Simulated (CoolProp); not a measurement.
Vapour-liquid equilibrium of benzene (1) + n-octane (2) at 165 kPa; x and y are mole fractions of (1).

Model: multi-fluid Helmholtz-energy mixture model, Thol 2012 and Beckmüller 2019; pair parameters Bell 2016, in CoolProp.

```tsv
x	bubble temperature, mixture model (K)	bubble temperature, Raoult's law (K)	y, mixture model	y, Raoult's law
0.05	412.6	413.2	0.148	0.143
0.2	400.4	402.6	0.470	0.454
0.35	391.1	394.1	0.660	0.651
0.5	384.3	387.0	0.778	0.782
0.65	379.0	381.0	0.859	0.873
0.8	374.8	375.8	0.922	0.938
0.95	371.1	371.3	0.980	0.987
```

The largest gap from Raoult's law is -3.0 K in bubble temperature, at x = 0.35. No azeotrope shows between x = 0.05 and 0.95.

Pair parameters are fitted to limited data, so mixtures are less certain than the pure fluids.
